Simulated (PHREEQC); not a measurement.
Dissolve 0.69 mol NaCl, 1.5 mol CaCl2 and 0.13 mol LiCl per kg of water at 25 °C. Closed to the air; pH follows from the charge balance.

Model: Pitzer model, pitzer.dat, run in PHREEQC.

Each row changes one thing in this solution. Precipitation was switched off in this run.

```csv
case,pH,SI of Halite (NaCl),SI of Portlandite (Ca(OH)2)
as made,6.11,-1.23,-10.48
0.15 mol/kgw LiOH added,11.90,-1.20,+1.07
NaCl from 0.69 to 0.345 mol/kgw,6.13,-1.60,-10.50
```

Some of these states are supersaturated (in Portlandite, for instance).
